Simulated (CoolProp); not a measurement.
A single-stage vapour-compression cycle with chloromethane (R40): evaporating at 278.15 K (dew point), condensing at 324.15 K (bubble point), superheat 5 K, subcooling 0 K, compressor efficiency 0.9, no pressure losses. Each further row changes one setting.

Values from CoolProp's reference Helmholtz-energy equation of state, Thol 2014.

| case | cooling COP | pressure ratio | discharge temperature (K) | refrigerating effect (kJ/kg) | volumetric capacity (kJ/m³) |
|---|---|---|---|---|---|
| as stated | 4.53 | 3.74 | 376.8 | 326 | 2310 |
| evaporating temperature 283.15 K | 5.26 | ___ | ___ | ___ | 2730 |
| condensing temperature 319.15 K | 5.18 | 3.30 | ___ | 335 | 2370 |
| subcooling 5 K | ___ | 3.74 | 376.8 | 335 | 2370 |
| superheat 15 K | 4.46 | 3.74 | 388.5 | ___ | ___ |
| compressor efficiency 0.8 | 4.03 | 3.74 | 385.2 | 326 | 2310 |

Complete the blanks.


- evaporating temperature 283.15 K, pressure ratio: 3.17
- evaporating temperature 283.15 K, discharge temperature (K): 370.1
- evaporating temperature 283.15 K, refrigerating effect (kJ/kg): 329
- condensing temperature 319.15 K, discharge temperature (K): 367.3
- subcooling 5 K, cooling COP: 4.65
- superheat 15 K, refrigerating effect (kJ/kg): 336
- superheat 15 K, volumetric capacity (kJ/m³): 2280
